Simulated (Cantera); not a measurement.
A diamond (100) surface in a fixed gas of H2 with x(CH4) = 0.027, x(H) = 0.0019, at 1325 K, 1100 Pa; coverages are run to steady state.

Detailed kinetics in Cantera: the Harris–Goodwin 1993 mechanism for the reconstructed diamond (100) surface.

One state of this run: growth (µm/h) = 0.154; θ c6HH = 0.393; θ c6H* = 0.0505; θ c6*H = 0.518; θ c6** = 0.0380; θ c6HM = 4.50e-5. θ: site fractions in the mechanism's names (c6HH fully hydrogenated, c6H* and c6*H radical sites, c6** diradical, c6HM methylated).

### Question
Which value of x(CH3) does it belong to?
(A) 2.4e-06
(B) 3.1e-05
(C) 1e-06
(D) 0.00017

### Answer
D, 0.00017
